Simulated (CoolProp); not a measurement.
Carbonyl sulfide at several states: density (kg/m³) from the reference equation and from simpler models built on Tc = 378.8 K, pc = 63.69 bar, ω = 0.098; each cubic takes its own stable root.

Computed with CoolProp (reference Helmholtz-energy equation of state, Lemmon 2006). It is a short technical equation, of lower accuracy than the large ones.

```csv
T (K),p (bar),phase,reference,van der Waals,Redlich-Kwong
175.2,17.4,liquid,…,…,1211
274.7,4.22,gas,…,11.60,11.78
414.7,38.3,gas,…,…,80.72
233.7,1.15,gas,…,…,…
611.7,0.128,gas,0.1512,0.1512,0.1512
```

Q: What belongs in the gaps?

A: 
- 175.2, reference: 1274
- 175.2, van der Waals: 815.4
- 274.7, reference: 11.85
- 414.7, reference: 80.41
- 414.7, van der Waals: 79.78
- 233.7, reference: 3.657
- 233.7, van der Waals: 3.616
- 233.7, Redlich-Kwong: 3.642
